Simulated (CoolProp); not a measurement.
Vapour pressure (MPa) of toluene: the reference equation beside estimates from Tc = 591.7 K, pc = 4.126 MPa, ω = 0.266. Clausius-Clapeyron is anchored at 399.3 K with a constant enthalpy of vaporisation of 32.27 kJ/mol.

The numbers come from the reference Helmholtz-energy equation of state, Lemmon 2006 in CoolProp. It is a short technical equation, of lower accuracy than the large ones.

```csv
T (K),reference,Lee-Kesler,Clausius-Clapeyron,van der Waals,Redlich-Kwong,Peng-Robinson
369.2,0.06577,0.06446,0.06994,?,0.1259,0.06572
376.7,0.08259,0.08127,0.08623,0.5003,0.1533,0.08243
384.2,0.1026,0.1014,0.1054,0.5571,0.1848,0.1023
391.8,0.1267,0.1256,?,0.6189,0.2215,0.1262
399.3,0.1545,0.1537,0.1545,0.6841,0.2626,0.1539
406.8,0.1868,0.1864,0.1848,0.7538,?,0.1861
414.4,0.2247,0.2248,0.2202,0.8290,0.3621,0.2239
421.9,0.2676,0.2683,0.2600,0.9078,?,0.2667
429.4,0.3166,0.3180,0.3054,0.9913,0.4853,0.3156
```

**Question.** Some entries are withheld; supply them.

**Answer.** 
- 369.2, van der Waals: 0.4475
- 391.8, Clausius-Clapeyron: 0.1283
- 406.8, Redlich-Kwong: 0.3092
- 421.9, Redlich-Kwong: 0.4205

Absolute difference from the reference over all 9 rows, mean and median: Lee-Kesler 0.8 and 0.5 %, Clausius-Clapeyron 2.7 and 2.7 %, van der Waals 365.0 and 342.8 %, Redlich-Kwong 71.0 and 70.0 %, Peng-Robinson 0.3 and 0.3 %.
